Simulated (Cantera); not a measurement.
Catalytic stagnation flow on Pt

A jet of 4.47 % CH4, 13.5 % O2, 82.0 % N2 at 300 K and 14000 Pa hits a platinum plate 3.9 cm away at a mass flux of 0.032 kg/m²/s; the plate temperature is set and raised in steps from an oxygen-covered start.

Detailed kinetics in Cantera: Deutschmann's 1995 Pt surface mechanism with GRI-Mech 3.0 gas chemistry. Catalytic surfaces can have several steady states; this one follows from the mechanism file's or the stated starting coverage.

```csv
plate T (K),wall x CH4,wall x O2,wall x H2O,wall x OH,wall x CO,wall x CO2,θ free Pt,θ O*,θ OH*
950,0.0166,0.0752,0.0522,1.01e-7,8.68e-6,0.0345,0.263,0.735,0.00204
1000,0.0114,0.0642,0.0617,2.69e-7,8.15e-6,0.0409,0.339,0.659,0.00198
1050,0.00819,0.0574,0.0675,6.38e-7,7.88e-6,0.0448,0.413,0.586,0.00182
1100,0.00619,0.0533,0.0710,1.37e-6,7.89e-6,0.0472,0.483,0.515,0.00163
1150,0.00488,0.0507,0.0732,2.72e-6,8.21e-6,0.0487,0.550,0.449,0.00143
1200,0.00400,0.0491,0.0745,5.05e-6,8.84e-6,0.0496,0.612,0.387,0.00124
```
x: mole fraction at the wall; θ: surface coverage.
